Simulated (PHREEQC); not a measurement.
Solution (20 °C): 62 mmol/kgw KNO3 and 10 mmol/kgw MnCl2. Closed to the air; pH follows from the charge balance.

Computed with PHREEQC (ion-association model, phreeqc.dat).

No solid was allowed to form.

Q: What pH, specific conductance does the model give?

A: pH 6.55; specific conductance 8450 µS/cm.

Q: In which forms is Cl present?

A: Cl- 98 %, MnCl+ 1.6 % of the Cl.
